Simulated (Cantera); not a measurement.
Cantera run:

```python
import numpy as np
import cantera as ct

gas_names = """
    CL CL2 H HCL H2 Si SiCL SiCL2 SiCL3 SiCL4 SiH SiHCL3 SiH2 SiH2CL2 SiH3 SiH3CL SiH4 Si2 Si3
""".split()
cond_names = """
    Si(cr) Si(L)
""".split()


def load(file, names, dense=False):
    # The tables refer to 1 bar. Condensed volumes are neglected.
    table = {s.name: s for s in ct.Species.list_from_file(file)}
    out = []
    for n in names:
        d = dict(table[n].input_data)
        d["thermo"] = dict(d["thermo"], **{"reference-pressure": 1e5})
        if dense:
            d["equation-of-state"] = {"model": "constant-volume", "density": "1e6 g/cm^3"}
        out.append(ct.Species.from_dict(d))
    return out


gas = ct.Solution(thermo="ideal-gas", species=load("nasa_gas.yaml", gas_names))
cond = {s.name: ct.Solution(thermo="fixed-stoichiometry", species=[s], name=s.name)
        for s in load("nasa_condensed.yaml", cond_names, dense=True)}
atoms = {
    'Si2H6': {'Si': 2, 'H': 6},
    'HCl': {'H': 1, 'CL': 1},
    'H2': {'H': 2},
}
top_T = {}  # K; cautious upper limits of use, not melting points


def equilibrate(T, P, feed):
    n = {}
    for name, mol in feed.items():
        for a, k in atoms[name].items():
            n[a] = n.get(a, 0.0) + k * mol
    gas.TPX = T, P, n
    mass = sum(n.values()) * gas.mean_molecular_weight
    gas.equilibrate("TP")
    valid = [c for c in cond.values() if c.min_temp <= T <= top_T.get(c.name, c.max_temp)]
    mix = ct.Mixture([(gas, mass / gas.mean_molecular_weight)] + [(c, 0.0) for c in valid])
    mix.T, mix.P = T, P
    mix.equilibrate("TP", solver="vcs", rtol=1e-11, max_steps=5000)
    return mix


results = []
feed = {'Si2H6': 1, 'HCl': 2.4, 'H2': 130}  # mol
P = 101325  # Pa
for T in [923, 1023, 1123, 1223, 1323, 1423, 1523, 1623, 1723, 1823]:
    mix = equilibrate(T, P, feed)
    results.append((T, P, feed, dict(zip(mix.species_names, mix.species_moles))))

top = {s: max(r[3][s] / sum(r[3][g] for g in gas_names) for r in results) for s in gas_names}
cols = sorted((s for s in top if top[s] > 0.001), key=lambda s: -top[s])[:6]
seen = [c for c in cond_names if any(r[3].get(c, 0) > 1e-12 for r in results)]
print("log10 of partial pressures in bar; condensed amounts in mol")
print(f"{'T/K':>10s}" + "".join(f"{s[:9]:>10s}" for s in cols + seen))
for T, P, feed, n in results:
    ng = sum(n[g] for g in gas_names)
    print(f"{T:10.4g}" + "".join(f"{np.log10(max(n[s] / ng * P / 1e5, 1e-99)):10.3f}" for s in cols)
          + "".join(f"{n.get(c, 0):10.4g}" for c in seen))
```

Output:

```
log10 of partial pressures in bar; condensed amounts in mol
       T/K        H2       HCL    SiHCL3     SiCL4    Si(cr)     Si(L)
       923     0.003    -2.669    -2.558    -2.782     1.346         0
      1023     0.002    -2.304    -2.650    -2.883     1.455         0
      1123     0.001    -2.042    -2.831    -3.107     1.614         0
      1223    -0.001    -1.883    -3.163    -3.535     1.766         0
      1323    -0.001    -1.817    -3.648    -4.169     1.848         0
      1423    -0.002    -1.798    -4.179    -4.866     1.872         0
      1523    -0.002    -1.794    -4.676    -5.519     1.875         0
      1623    -0.002    -1.795    -5.121    -6.104     1.872         0
      1723    -0.002    -1.793    -5.538    -6.643         0     1.873
      1823    -0.002    -1.787    -5.952    -7.161         0     1.884
```

These are equilibrium values from Cantera (NASA tables, ideal gas, pure condensed phases), not measurements of a reactor. The feed counts by its element totals alone. The tables' values for SiCl3 are old estimates; treat these amounts as uncertain. Gases not in the tables: Si2H6 and higher silanes.
